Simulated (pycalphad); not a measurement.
An equivalent pycalphad script:

```python
from pycalphad import Database, equilibrium, calculate, variables as v
import numpy as np
db = Database('COST507.tdb')
comps = ['AL', 'SI', 'C', 'VA']
phases = ['AL4C3', 'AL4SIC4', 'AL8SIC7', 'CSI', 'DIAMOND_A4', 'FCC_A1', 'GRAPHITE', 'LIQUID']
eq = equilibrium(db, comps, phases, {v.X('SI'): 0.0094, v.X('C'): 0.0752, v.T: np.arange(1850, 499, -50), v.P: 101325, v.N: 1}, output=['HM', 'SM'])
```

Source of the numbers: pycalphad with the COST 507 light-alloy database (1999); pressure 1 atm. The database dates from 1999; later assessments differ in places, in temperatures and in the compounds included. Phase fractions are per mole of atoms. Diffusion is slow at the low end, where real alloys seldom reach equilibrium.

Results at three of the temperatures:

```
T = 1200.00 K, P = 101325 Pa, N = 1 mol of atoms
G = -59147 J/mol, H = 29128 J/mol, S = 73.56 J/(mol K)  (SER reference)
chemical potentials (J/mol): Al -58111, Si -82757, C -68811
phase             fraction      x(Al)      x(Si)       x(C)
LIQUID              0.8245     0.9887     0.0113   8.08e-07
AL4C3               0.1755     0.5711   0.000365     0.4286
```

```
T = 1000.00 K, P = 101325 Pa, N = 1 mol of atoms
G = -44976 J/mol, H = 23010 J/mol, S = 67.99 J/(mol K)  (SER reference)
chemical potentials (J/mol): Al -42770, Si -59328, C -70028
phase             fraction      x(Al)      x(Si)       x(C)
LIQUID              0.8245     0.9887     0.0113   5.58e-09
AL4C3               0.1755     0.5711   0.000296     0.4286
```

```
T = 800.00 K, P = 101325 Pa, N = 1 mol of atoms
G = -33327 J/mol, H = 7513 J/mol, S = 51.05 J/(mol K)  (SER reference)
chemical potentials (J/mol): Al -30175, Si -47479, C -69937
phase             fraction      x(Al)      x(Si)       x(C)
FCC_A1              0.8276     0.9998   0.000198   4.12e-13
AL8SIC7             0.1478     0.5000     0.0625     0.4375
AL4C3               0.0246     0.5714   5.65e-05     0.4286
```

Changes of the phase set, refined by bisection:

```json
[
 {"T (K)": "957.7", "phases above": "AL4C3 + LIQUID", "phases below": "AL4C3 + AL8SIC7 + LIQUID"},
 {"T (K)": "927.8", "phases above": "AL4C3 + AL8SIC7 + LIQUID", "phases below": "AL4C3 + AL8SIC7 + FCC_A1"}
]
```

Database names, with the compositions (at.%) that they take in these runs: AL4C3: Al 57 C 43; AL8SIC7: Al 50 C 44 Si 6. FCC_A1 is fcc.
